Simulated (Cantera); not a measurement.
An isothermal, constant-pressure homogeneous reactor starts with CH₄ : N₂ = 1 : 2.6 (molar parts), at 1825 K and 20.0 Torr. Integrator tolerance rtol = 1e-08.

Model: GRI-Mech 3.0 (53 species, 325 reactions), integrated in Cantera. GRI-Mech 3.0 stops at C3 and has no aromatics, soot or wall deposition, so with more carbon than oxygen in the feed, carbon stays in small species such as C2H2 where larger ones or solid carbon would form. Radical loss at walls, strong at low pressure, is not modelled.

Question: What does this change do: CH4 1 to 7.5 parts?

Answer: 
```json
[
 {"quantity": "x(CH₄) at 100 s", "before": "7.48e-5 (gas-phase equilibrium 5.60e-5)", "after": "0.000300 (gas-phase equilibrium 0.000269)"},
 {"quantity": "x(C₂H₂) at 100 s", "before": "0.108 (gas-phase equilibrium 0.0558)", "after": "0.213 (gas-phase equilibrium 0.171)"},
 {"quantity": "x(C₂H₄) at 100 s", "before": "1.84e-5 (gas-phase equilibrium 9.46e-6)", "after": "7.07e-5 (gas-phase equilibrium 5.68e-5)"},
 {"quantity": "x(CH₂) at 100 s", "before": "3.92e-8 (gas-phase equilibrium 2.94e-8)", "after": "8.01e-8 (gas-phase equilibrium 7.20e-8)"},
 {"quantity": "x(HCN) at 100 s", "before": "0.000159 (gas-phase equilibrium 0.106)", "after": "5.43e-5 (gas-phase equilibrium 0.0839)"}
]
```

Question: What does this change do: temperature 1825 to 1050 K?

Answer: 
```json
[
 {"quantity": "x(CH₄) at 100 s", "before": "7.48e-5 (gas-phase equilibrium 5.60e-5)", "after": "0.278 (gas-phase equilibrium 0.158)"},
 {"quantity": "x(C₂H₂) at 100 s", "before": "0.108 (gas-phase equilibrium 0.0558)", "after": "5.27e-11 (gas-phase equilibrium 0.0199)"},
 {"quantity": "x(C₂H₄) at 100 s", "before": "1.84e-5 (gas-phase equilibrium 9.46e-6)", "after": "2.47e-8 (gas-phase equilibrium 0.0123)"},
 {"quantity": "x(CH₂) at 100 s", "before": "3.92e-8 (gas-phase equilibrium 2.94e-8)", "after": "<1e-12 (gas-phase equilibrium <1e-12)"},
 {"quantity": "x(HCN) at 100 s", "before": "0.000159 (gas-phase equilibrium 0.106)", "after": "<1e-12 (gas-phase equilibrium 0.0318)"}
]
```
